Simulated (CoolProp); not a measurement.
R125 along the isobar 4.87 MPa: Z from the reference equation and from simpler models built on Tc = 66.0 °C, pc = 3.618 MPa, ω = 0.305; each cubic takes its own stable root.

Values from CoolProp's reference Helmholtz-energy equation of state, Lemmon 2005.

```
T (°C)          phase  reference  van der Waals  Soave-Redlich-Kwong  Peng-Robinson
------  -------------  ---------  -------------  -------------------  -------------
58.95          liquid     0.2101         0.3165               0.2504         0.2244
70.95   supercritical     0.2377         0.3342               0.2937         0.2672
82.95   supercritical     0.3780         0.3720               0.4247         0.3984
94.95   supercritical     0.5368            ___                  ___         0.5334
106.95  supercritical     0.6243         0.5576               0.6475         0.6157
118.95  supercritical     0.6849         0.6227               0.7063         0.6744
130.95  supercritical     0.7309         0.6700               0.7514         0.7199
142.95  supercritical     0.7676         0.7070               0.7877         0.7568
154.95  supercritical     0.7976         0.7372               0.8176         0.7874
166.85  supercritical     0.8225            ___               0.8427         0.8132
178.85  supercritical     0.8439         0.7842               0.8642         0.8355
190.85  supercritical     0.8622         0.8030               0.8829         0.8549
202.85  supercritical     0.8781         0.8196               0.8990         0.8719
214.85  supercritical     0.8920         0.8342               0.9132         0.8868
226.85  supercritical     0.9042         0.8473               0.9257         0.9000
```

### Question
Fill in the missing entries.

### Answer

- 94.95, van der Waals: 0.4607
- 94.95, Soave-Redlich-Kwong: 0.5641
- 166.85, van der Waals: 0.7624
